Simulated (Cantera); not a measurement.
What does this Cantera script print?

```python
import numpy as np
import cantera as ct

gas = ct.Solution("h2o2.yaml")
gas.TPX = 475, 13332, {'H2': 1, 'O2': 0.5, 'N2': 1.88}
flame = ct.FreeFlame(gas, width=0.16)
flame.set_refine_criteria(ratio=3, slope=0.08, curve=0.16)
flame.transport_model = "mixture-averaged"
flame.solve(loglevel=0, auto=True)
z, T = flame.grid, flame.T
thick = (T[-1] - T[0]) / np.gradient(T, z).max()
show = ['H2', 'O2', 'HO2', 'OH', 'H2O', 'H2O2']
print(f"laminar burning velocity  {flame.velocity[0] * 100:.3f} cm/s")
print(f"burnt temperature         {T[-1]:.1f} K")
print(f"thermal thickness         {thick * 1e3:.4f} mm")
print(f"grid points               {len(z)}")
z0 = z[flame.heat_release_rate.argmax()]
print(f"{'z/mm':>9s}{'T/K':>9s}{'u/(m/s)':>9s}" + "".join(f"{s:>11s}" for s in show))
rows = []
for k in (-3, -2, -1.5, -1, -0.5, -0.25, 0, 0.25, 0.5, 1, 2, 4, 8):
    zz = z0 + k * thick
    rows.append([k * thick, np.interp(zz, z, T), np.interp(zz, z, flame.velocity),
                 *(np.interp(zz, z, flame.X[gas.species_index(s)]) for s in show)])
    print(f"{rows[-1][0] * 1e3:9.3f}{rows[-1][1]:9.1f}{rows[-1][2]:9.3f}" + "".join(f"{x:11.3e}" for x in rows[-1][3:]))
```

Result:

```
laminar burning velocity  397.764 cm/s
burnt temperature         2380.1 K
thermal thickness         6.0383 mm
grid points               140
     z/mm      T/K  u/(m/s)         H2         O2        HO2         OH        H2O       H2O2
  -18.115    475.0    3.978  2.959e-01  1.479e-01  4.077e-16  7.087e-21  3.364e-16  1.074e-17
  -12.077    475.0    3.978  2.959e-01  1.479e-01  4.396e-13  1.365e-17  2.557e-14  8.873e-17
   -9.057    475.0    3.978  2.959e-01  1.479e-01  5.442e-11  1.723e-15  2.694e-12  1.178e-14
   -6.038    475.0    3.978  2.959e-01  1.479e-01  2.287e-08  1.359e-12  1.391e-09  9.777e-12
   -3.019    478.9    4.005  2.948e-01  1.480e-01  6.177e-05  1.424e-05  1.606e-04  1.061e-06
   -1.510    629.5    5.191  2.718e-01  1.445e-01  5.024e-05  4.449e-04  1.207e-02  4.856e-06
    0.000   1067.1    8.502  1.430e-01  1.006e-01  1.676e-05  2.613e-03  1.079e-01  6.619e-07
    1.510   1357.2   10.682  5.102e-02  4.146e-02  6.078e-06  7.558e-03  2.120e-01  8.633e-07
    3.019   1480.2   11.567  4.566e-02  3.394e-02  4.296e-06  9.976e-03  2.255e-01  6.774e-07
    6.038   1619.4   12.536  4.711e-02  3.062e-02  3.251e-06  1.259e-02  2.332e-01  4.099e-07
   12.077   1772.5   13.569  4.724e-02  2.712e-02  2.403e-06  1.509e-02  2.430e-01  2.136e-07
   24.153   1930.0   14.596  4.526e-02  2.337e-02  1.742e-06  1.685e-02  2.549e-01  1.123e-07
   48.307   2082.2   15.557  4.116e-02  1.953e-02  1.293e-06  1.738e-02  2.686e-01  6.665e-08
```

Computed with Cantera and the H2/O2 subset of GRI-Mech 3.0, which has no nitrogen chemistry. Burning velocities carry a grid error of a few per cent, more on coarse grids.
